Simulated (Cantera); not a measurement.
Input: 1 mol HMDSO, 0.61 mol H₂O, 9.4 mol O₂, equilibrated at 13.3 mbar.

Method: chemical equilibrium by Gibbs-energy minimisation in Cantera with the NASA 1993 tables (ideal gas, pure condensed phases). Candidate condensed phases: C, C₆H₆, C₇H₈, C₈H₁₈, H₂O, Si, SiC, SiO₂; 123 gas species. The feed counts by its element totals alone. The numbers say what is thermodynamically allowed, not how fast it happens. All values below are at 725 K.

Base state: CO₂ 0.343, H₂O 0.325, H₂ 0.291, CO 0.0408, CH₄ 0.000540 (mole fractions); condensed: SiO₂(α-quartz).

**Question.** What changes in the equilibrium state with this change: O₂ from 9.4 to 2.6 mol?

**Answer.** 
```csv
species,before,after
H₂,0.291,0.747
H₂O,0.325,0.104
CO₂,0.343,0.0566
CH₄,0.000540,0.0382
CO,0.0408,0.0542
"SiO₂(α-quartz), mol",2.00,2.00
"C(graphite), mol",0,4.46
```
